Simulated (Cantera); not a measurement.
Input (Python, Cantera) and output of one run.

```python
import numpy as np
import cantera as ct

gas_names = """
    CL CLO CL2 H HCL HOCL HO2 H2 H2O H2O2 Mg MgCL MgCL2 MgH MgO MgOH MgO2H2 Mg2 O OH O2 O3
""".split()
cond_names = """
    H2O(s) H2O(L) Mg(cr) Mg(L) MgCL2(s) MgCL2(L) MgO(s) MgO(L) MgO2H2(s)
""".split()


def load(file, names, dense=False):
    # The tables refer to 1 bar. Condensed volumes are neglected.
    table = {s.name: s for s in ct.Species.list_from_file(file)}
    out = []
    for n in names:
        d = dict(table[n].input_data)
        d["thermo"] = dict(d["thermo"], **{"reference-pressure": 1e5})
        if dense:
            d["equation-of-state"] = {"model": "constant-volume", "density": "1e6 g/cm^3"}
        out.append(ct.Species.from_dict(d))
    return out


gas = ct.Solution(thermo="ideal-gas", species=load("nasa_gas.yaml", gas_names))
cond = {s.name: ct.Solution(thermo="fixed-stoichiometry", species=[s], name=s.name)
        for s in load("nasa_condensed.yaml", cond_names, dense=True)}
atoms = {
    'MgO': {'Mg': 1, 'O': 1},
    'HCl': {'H': 1, 'CL': 1},
    'H2': {'H': 2},
}
top_T = {}  # K; cautious upper limits of use, not melting points


def equilibrate(T, P, feed):
    n = {}
    for name, mol in feed.items():
        for a, k in atoms[name].items():
            n[a] = n.get(a, 0.0) + k * mol
    gas.TPX = T, P, n
    mass = sum(n.values()) * gas.mean_molecular_weight
    gas.equilibrate("TP")
    valid = [c for c in cond.values() if c.min_temp <= T <= top_T.get(c.name, c.max_temp)]
    mix = ct.Mixture([(gas, mass / gas.mean_molecular_weight)] + [(c, 0.0) for c in valid])
    mix.T, mix.P = T, P
    mix.equilibrate("TP", solver="vcs", rtol=1e-11, max_steps=5000)
    return mix


results = []
feed = {'MgO': 1, 'HCl': 1.1, 'H2': 11}  # mol
T = 1025  # K
P = 1000  # Pa
mix = equilibrate(T, P, feed)
results.append((T, P, feed, dict(zip(mix.species_names, mix.species_moles))))
x = sorted(zip(gas.X, gas.species_names), reverse=True)
print(f"T = {T:g} K  P = {P:g} Pa  gas = {mix.phase_moles(0):.4g} mol")
print("   x: " + "  ".join(f"{s} {v:.3e}" for v, s in x if v > 1e-05))
print("   condensed (mol): " + ("  ".join(f"{mix.phase(i).name} {mix.phase_moles(i):.4g}"
      for i in range(1, mix.n_phases) if mix.phase_moles(i) > 1e-12) or "none"))
```

It prints:

```
T = 1025 K  P = 1000 Pa  gas = 12.1 mol
   x: H2 9.091e-01  HCL 8.995e-02  H2O 4.804e-04  MgCL2 4.804e-04
   condensed (mol): MgO(s) 0.9942
```

Equilibrium computed with Cantera from the NASA thermochemical tables; the gas is ideal and each condensed phase is pure.
